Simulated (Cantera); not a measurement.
Mixture: H2 : O2 : N2 = 1 : 0.735 : 4.63 (molar parts), equivalence ratio 0.68, at 2.00 bar, adiabatic and at constant volume. Ignition delay is the time to a rise of 400 K.

Cantera simulation using GRI-Mech 3.0 (53 species, 325 reactions); the numbers are that mechanism's predictions, not measurements. Where the delays flatten at high temperature, the 400 K rule measures the pace of heat release, not the induction time.

Question: What does this change do: constant pressure in place of constant volume?

Answer: 
| quantity | before | after |
|---|---|---|
| delay at 1175 K | 42.3 µs | 44.7 µs |
| delay at 1325 K | 19.5 µs | 21.7 µs |
| delay at 1475 K | 12.6 µs | 15.2 µs |
| delay at 1625 K | 10.2 µs | 13.5 µs |

Question: What does this change do: pressure from 2.00 bar to 4.60 bar?

Answer: 
```tsv
quantity	before	after
delay at 1175 K	42.3 µs	29.9 µs
delay at 1325 K	19.5 µs	8.90 µs
delay at 1475 K	12.6 µs	4.95 µs
delay at 1625 K	10.2 µs	3.48 µs
```
The hydrogen kinetics of GRI-Mech 3.0 are dated; newer H2 mechanisms differ, most at raised pressure.

Question: What does this change do: pressure from 2.00 bar to 10.0 bar?

Answer: 
| quantity | before | after |
|---|---|---|
| delay at 1175 K | 42.3 µs | 0.181 ms |
| delay at 1325 K | 19.5 µs | 5.49 µs |
| delay at 1475 K | 12.6 µs | 2.36 µs |
| delay at 1625 K | 10.2 µs | 1.47 µs |
The hydrogen kinetics of GRI-Mech 3.0 are dated; newer H2 mechanisms differ, most at raised pressure.
